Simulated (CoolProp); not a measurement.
The numbers come from the reference Helmholtz-energy equation of state, Lemmon 2006 in CoolProp. It is a short technical equation, of lower accuracy than the large ones.

### Question
For R141b, give the phase and the cp (kJ/(kg K)), cv (kJ/(kg K)), conductivity (mW/(m K)), fugacity coefficient at 165.45 °C and 18.4 MPa; 165.45 °C and 26.3 MPa.

### Answer
- 165.45 °C and 18.4 MPa: liquid; cp 1.31, cv 0.935, conductivity 70.2, fugacity coefficient 0.165
- 165.45 °C and 26.3 MPa: liquid; cp 1.27, cv 0.936, conductivity 74.3, fugacity coefficient 0.148

Thermal conductivity comes from a separate model (Huber 2003), an estimate that may be off by 10 % or more.
